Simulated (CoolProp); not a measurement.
Saturation properties of dimethyl carbonate.

The numbers come from the reference Helmholtz-energy equation of state, Zhou 2011 in CoolProp.

```csv
T (K),p (MPa),liquid cp (kJ/(kg K)),surface tension (mN/m)
396.6,0.2641,2.049,14.6
409.7,0.3662,2.089,13.0
422.9,0.4974,2.132,11.4
436,0.6604,2.179,9.88
449.2,0.8628,2.231,8.42
462.4,1.109,2.291,7.02
475.5,1.403,2.363,5.70
488.7,1.756,2.457,4.46
```

It boils at 363.3 K under 1 atm.

Surface tension comes from a separate correlation (Mulero 2014).
